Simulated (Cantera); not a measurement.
Ignition delay

Mixture: 40.7 % H2, 10.2 % O2, 38.2 % N2, 11.0 % H2O, equivalence ratio 2.0, at 11.0 bar, adiabatic and at constant volume. Ignition delay is the time to a rise of 400 K.

Detailed kinetics in Cantera: the H2/O2 subset of GRI-Mech 3.0, which has no nitrogen chemistry. The hydrogen kinetics of GRI-Mech 3.0 are dated; newer H2 mechanisms differ, most at raised pressure.

```
T0 (K)  delay (ms)
------  ----------
950           20.8
1000          6.71
1050          2.41
1100         0.937
1150         0.384
1200         0.162
```

```json
{
  "apparent activation energy between 1100 and 1200 K": "190 kJ/mol"
}
```
